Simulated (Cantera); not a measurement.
Feed: 1 mol Pb, 0.09 mol H2, 0.18 mol CO2, at 100000 Pa.

Method: chemical equilibrium by Gibbs-energy minimisation in Cantera with the NASA 1993 tables (ideal gas, pure condensed phases). Candidate condensed phases: C, C6H6, C7H8, C8H18, H2O, Pb, PbO, PbO2, Pb3O4; 113 gas species. Equilibrium is a limit: real reactors are often held back by kinetics, nucleation or transport.

Problem. At 825 K, list the 5 most abundant gas species with their mole fractions, and the condensed phases.

Solution. CO2 0.554, H2O 0.186, H2 0.133, CO 0.111, CH4 0.0160. Condensed: C(graphite) + Pb(l).
